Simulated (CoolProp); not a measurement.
A single-stage vapour-compression cycle with the fluid: evaporating at 224.15 K (dew point), condensing at 245.15 K (bubble point), superheat 5 K, subcooling 2 K, compressor efficiency 0.65, no pressure losses. The same conditions are run with several fluids, on thermodynamics alone (safety and materials aside).

Model: reference Helmholtz-energy equation of state of each fluid (R152A: Outcalt 1996; vinyl chloride: Thol 2022; dimethyl ether: Wu 2011; isobutane: Bücker 2006; R404A: Lemmon 2003; nitrous oxide: Lemmon 2006), in CoolProp. Blends and air are pseudo-pure fits.

| fluid | cooling COP | pressure ratio | discharge temperature (K) | refrigerating effect (kJ/kg) | volumetric capacity (kJ/m³) |
|---|---|---|---|---|---|
| R152A | 6.47 | 2.92 | 284.5 | 325 | 333 |
| vinyl chloride | 6.41 | 2.98 | 300.4 | 359 | 217 |
| dimethyl ether | 6.48 | 2.84 | 283.5 | 456 | 346 |
| isobutane | 6.54 | 2.88 | 268.5 | 363 | ___ |
| R404A | 6.19 | 2.64 | 269.5 | 182 | 826 |
| nitrous oxide | ___ | 2.09 | ___ | 294 | 5040 |

Q: Fill in the missing entries.

A: 
- isobutane, volumetric capacity (kJ/m³): 199
- nitrous oxide, cooling COP: 6.10
- nitrous oxide, discharge temperature (K): 290.0
